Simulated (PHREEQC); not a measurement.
Leach liquor

Make-up at 66 °C: 0.058 mol/kgw H2SO4, 0.0046 mol/kgw Al2(SO4)3 and 0.0021 mol/kgw Fe2(SO4)3. Closed to the air; pH follows from the charge balance.

Equilibrium calculation in PHREEQC: ion-association model, phreeqc.dat.

Each row changes one thing in this solution. No solid was allowed to form.

```json
[
 {"case": "as made", "pH": "1.32", "ionic strength (mol/kgw)": "0.0927", "HSO4- (mol/kgw)": "0.0563", "SO4-2 (mol/kgw)": "0.00944", "AlSO4+ (mol/kgw)": "0.00647", "Al+3 (mol/kgw)": "0.00181", "SI of Gibbsite (Al(OH)3)": "-5.67"},
 {"case": "Fe2(SO4)3 from 0.0021 to 0.0105 mol/kgw", "pH": "1.38", "ionic strength (mol/kgw)": "0.113", "HSO4- (mol/kgw)": "0.0608", "SO4-2 (mol/kgw)": "0.0125", "AlSO4+ (mol/kgw)": "0.00651", "Al+3 (mol/kgw)": "(withheld)", "SI of Gibbsite (Al(OH)3)": "-5.57"},
 {"case": "Al2(SO4)3 from 0.0046 to 0.00092 mol/kgw", "pH": "(withheld)", "ionic strength (mol/kgw)": "0.0806", "HSO4- (mol/kgw)": "0.0532", "SO4-2 (mol/kgw)": "0.00810", "AlSO4+ (mol/kgw)": "0.00129", "Al+3 (mol/kgw)": "0.000380", "SI of Gibbsite (Al(OH)3)": "-6.39"},
 {"case": "H2SO4 left out", "pH": "2.89", "ionic strength (mol/kgw)": "0.0305", "HSO4- (mol/kgw)": "0.00156", "SO4-2 (mol/kgw)": "0.00748", "AlSO4+ (mol/kgw)": "(withheld)", "Al+3 (mol/kgw)": "0.00115", "SI of Gibbsite (Al(OH)3)": "-0.94"},
 {"case": "Al2(SO4)3 replaced by Al(NO3)3 at the same molality", "pH": "1.27", "ionic strength (mol/kgw)": "0.0904", "HSO4- (mol/kgw)": "0.0491", "SO4-2 (mol/kgw)": "0.00729", "AlSO4+ (mol/kgw)": "0.00313", "Al+3 (mol/kgw)": "0.00111", "SI of Gibbsite (Al(OH)3)": "-6.03"},
 {"case": "Fe2(SO4)3 left out", "pH": "1.30", "ionic strength (mol/kgw)": "0.0877", "HSO4- (mol/kgw)": "0.0550", "SO4-2 (mol/kgw)": "0.00873", "AlSO4+ (mol/kgw)": "0.00646", "Al+3 (mol/kgw)": "0.00187", "SI of Gibbsite (Al(OH)3)": "-5.69"},
 {"case": "0.04 mol/kgw HCl added", "pH": "1.12", "ionic strength (mol/kgw)": "0.133", "HSO4- (mol/kgw)": "0.0603", "SO4-2 (mol/kgw)": "(withheld)", "AlSO4+ (mol/kgw)": "0.00577", "Al+3 (mol/kgw)": "0.00279", "SI of Gibbsite (Al(OH)3)": "-6.15"},
 {"case": "temperature from 66 to 45 °C", "pH": "1.28", "ionic strength (mol/kgw)": "0.0995", "HSO4- (mol/kgw)": "0.0514", "SO4-2 (mol/kgw)": "0.0136", "AlSO4+ (mol/kgw)": "0.00651", "Al+3 (mol/kgw)": "0.00151", "SI of Gibbsite (Al(OH)3)": "-6.81"},
 {"case": "H2SO4 replaced by Li2SO4 at the same molality", "pH": "3.30", "ionic strength (mol/kgw)": "0.178", "HSO4- (mol/kgw)": "0.00274", "SO4-2 (mol/kgw)": "0.0538", "AlSO4+ (mol/kgw)": "0.00558", "Al+3 (mol/kgw)": "0.000444", "SI of Gibbsite (Al(OH)3)": "(withheld)"}
]
```

Problem. Complete the blanks.

Solution. 
- Fe2(SO4)3 from 0.0021 to 0.0105 mol/kgw, Al+3 (mol/kgw): 0.00158
- Al2(SO4)3 from 0.0046 to 0.00092 mol/kgw, pH: 1.29
- H2SO4 left out, AlSO4+ (mol/kgw): 0.00701
- 0.04 mol/kgw HCl added, SO4-2 (mol/kgw): 0.00711
- H2SO4 replaced by Li2SO4 at the same molality, SI of Gibbsite (Al(OH)3): -0.46

Some of these states are supersaturated (in Hematite (slow to form), Goethite (slow to form), for instance). Constants without temperature data keep their 25 °C values here.
